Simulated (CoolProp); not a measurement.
Vapour-liquid equilibrium of C2F6 (R116) (1) + R143a (2) at 0.113 MPa; x and y are mole fractions of (1).

Values from CoolProp's multi-fluid Helmholtz-energy mixture model, Lemmon 2006 and Lemmon and Jacobsen 2000; pair parameters Bell 2016.

```json
[
 {"x": "0.05", "bubble temperature, mixture model (°C)": "-53.8", "bubble temperature, Raoult's law (°C)": "-48.0", "y, mixture model": "0.370", "y, Raoult's law": "0.177"},
 {"x": "0.2", "bubble temperature, mixture model (°C)": "-67.0", "bubble temperature, Raoult's law (°C)": "-55.5", "y, mixture model": "0.724", "y, Raoult's law": "0.524"},
 {"x": "0.35", "bubble temperature, mixture model (°C)": "-71.5", "bubble temperature, Raoult's law (°C)": "-61.3", "y, mixture model": "0.809", "y, Raoult's law": "0.715"},
 {"x": "0.5", "bubble temperature, mixture model (°C)": "-73.3", "bubble temperature, Raoult's law (°C)": "-65.8", "y, mixture model": "0.842", "y, Raoult's law": "0.830"},
 {"x": "0.65", "bubble temperature, mixture model (°C)": "-74.3", "bubble temperature, Raoult's law (°C)": "-69.5", "y, mixture model": "0.865", "y, Raoult's law": "0.905"},
 {"x": "0.8", "bubble temperature, mixture model (°C)": "-75.1", "bubble temperature, Raoult's law (°C)": "-72.6", "y, mixture model": "0.896", "y, Raoult's law": "0.955"},
 {"x": "0.95", "bubble temperature, mixture model (°C)": "-75.9", "bubble temperature, Raoult's law (°C)": "-75.2", "y, mixture model": "0.961", "y, Raoult's law": "0.990"}
]
```

The largest gap from Raoult's law is -11.5 K in bubble temperature, at x = 0.2. No azeotrope shows between x = 0.05 and 0.95.

The pair parameters rest on a limited set of measurements; away from them the model extrapolates. With so large a gap from Raoult's law the liquid may split in two, which this calculation doesn't test in full.
